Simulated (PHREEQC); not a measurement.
0.17 g of hydrous ferric oxide (600 m²/g; 0.2 weak and 0.005 strong sites per Fe, Dzombak-Morel constants, diffuse double layer) in 1 kg of water with 0.3 mol/kgw of an inert sodium salt and 1.1e-06 mol/kgw CuCl2, at 25 °C; the pH is set by adding NaOH or the inert anion's acid. O2 is buffered at 0.21 atm. CO2 from the air is kept out. Precipitation was switched off in this run.

The numbers come from PHREEQC with the ion-association model, wateq4f.dat.

| pH | Cu sorbed (%) | surface charge σ (C/m²) | surface potential ψ (mV) |
|---|---|---|---|
| 3 | 0.0 | 0.368 | 126 |
| 3.67 | 0.3 | 0.359 | 124 |
| 4.33 | 5.1 | 0.331 | 120 |
| 5 | 48.2 | 0.269 | 110 |
| 5.67 | 93.4 | 0.191 | 93 |
| 6.33 | 99.5 | 0.121 | 72 |
| 7 | 99.9 | 0.067 | 47 |
| 7.67 | 100.0 | 0.024 | 19 |
| 8.33 | 100.0 | -0.012 | -9 |
| 9 | 99.9 | -0.051 | -37 |
| 9.67 | 99.9 | -0.101 | -63 |
| 10.33 | 99.7 | -0.165 | -86 |
| 11 | 98.8 | -0.243 | -105 |

The database's constant for dissolved Cu(OH)2 is higher than later reviews accept. The oxide is taken as insoluble; below pH 4 it would dissolve.
